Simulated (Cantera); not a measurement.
## Equilibrium for sublimation and decomposition of ceramics: TiC + N₂

Input: 1 mol TiC, 0.043 mol N₂, at 0.0133 bar.

These are equilibrium values from Cantera (NASA tables, ideal gas, pure condensed phases), not measurements of a reactor. Candidate condensed phases: C, Ti, TiC, TiN; 13 gas species. TiC: taken at fixed stoichiometry. The numbers say what is thermodynamically allowed, not how fast it happens.

```tsv
T (K)	x N₂	x Ti	x CN	x C₃	x C	x C₂	x C₂N₂	n TiC(s)
2198	1.000	1.01e-5	9.42e-6	1.08e-9	2.03e-8	5.14e-10	3.34e-7	1.00
2273	1.000	2.67e-5	2.48e-5	8.28e-9	8.93e-8	3.30e-9	8.55e-7	1.000
2348	1.000	6.61e-5	6.15e-5	5.53e-8	3.56e-7	1.87e-8	2.06e-6	1.000
2423	1.000	0.000155	0.000143	3.25e-7	1.30e-6	9.49e-8	4.66e-6	1.000
2498	0.999	0.000347	0.000316	1.69e-6	4.38e-6	4.33e-7	9.96e-6	1.000
2573	0.999	0.000743	0.000662	7.84e-6	1.36e-5	1.78e-6	2.01e-5	1.000
2648	0.997	0.00154	0.00131	3.22e-5	3.93e-5	6.61e-6	3.82e-5	1.000
2723	0.994	0.00311	0.00247	0.000117	0.000105	2.21e-5	6.79e-5	1.000
2798	0.989	0.00615	0.00440	0.000373	0.000263	6.68e-5	0.000112	1.000
2873	0.979	0.0120	0.00743	0.00105	0.000614	0.000183	0.000173	0.999
```
x: gas mole fraction; n: condensed amount in mol.

From 2198 K to 2873 K the condensed part is TiC(s). The main Ti-bearing gas is Ti throughout.
